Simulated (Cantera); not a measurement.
Feed: 1 mol SiH4, 3.4 mol N2O, 2.5 mol H2, 1.3 mol NO, equilibrated at 1873 K and 30.8 Torr.

Equilibrium computed with Cantera from the NASA thermochemical tables; the gas is ideal and each condensed phase is pure. Candidate condensed phases: H2O, Si, SiO2, Si2N2O, Si3N4; 35 gas species. The tables hold silica as quartz up to 1696 K and as liquid above; real silica turns to tridymite and cristobalite and melts near 1996 K. Gases not in the tables: Si(OH)4. The numbers say what is thermodynamically allowed, not how fast it happens.

Base state: N2 0.473, H2O 0.315, H2 0.210, H 0.00146, OH 0.000171, SiO 0.000139 (mole fractions); condensed: SiO2(condensed).

**Question.** What changes in the equilibrium state with this change: N2O from 3.4 to 1.5 mol?

**Answer.** 
```json
[
 {"species": "H2", "before": "0.210", "after": "0.553"},
 {"species": "N2", "before": "0.473", "after": "0.323"},
 {"species": "H2O", "before": "0.315", "after": "0.121"},
 {"species": "SiO", "before": "0.000139", "after": "0.000959"},
 {"species": "OH", "before": "0.000171", "after": "4.02e-5"},
 {"species": "H", "before": "0.00146", "after": "0.00237"},
 {"species": "SiO2(condensed), mol", "before": "0.999", "after": "0.994"}
]
```
